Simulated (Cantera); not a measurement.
Charge: 1 mol B₂O₃, a varied amount of H₂O, 170 mol N₂, held at 1350 K and 700 Pa.

Cantera equilibrium calculation (NASA polynomials, part measured and part estimated; ideal gas, pure solids and liquids). Candidate condensed phases: B, BN, B₂O₃, B₃O₃H₃, H₂O; 39 gas species. Kinetics and transport are ignored.

Question: At 0.51 mol H₂O, list the 4 most abundant gas species with their mole fractions, and the condensed phases.

Answer: N₂ 0.996, HBO₂ 0.00266, H₂O 0.00165, B₂O₃ 0.000100. Condensed: B₂O₃(l).
